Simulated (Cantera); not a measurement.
Gas mixture: 100 % C3H8, at 0.250 bar, frozen composition.

Cantera's kinetic-theory transport with the Lennard-Jones parameters of GRI-Mech 3.0, ideal gas; thermal conductivity in the mixture-averaged form. The composition is frozen, though it would react at the higher temperatures.

One state of this run: ρ (kg/m³) = 0.0698; cp (J/kg/K) = 4978; μ (µPa s) = 35.8; λ (mW/m/K) = 238; Pr = 0.749; D (cm²/s) CO2 = 8.90; D (cm²/s) H2O = 14.3; D (cm²/s) N2 = 11.3. D: mixture-averaged diffusion coefficient of that species in the mixture.

Problem. Which value of T (K) does it belong to?
A. 900
B. 1900
C. 650
D. 1650

Solution. B, 1900
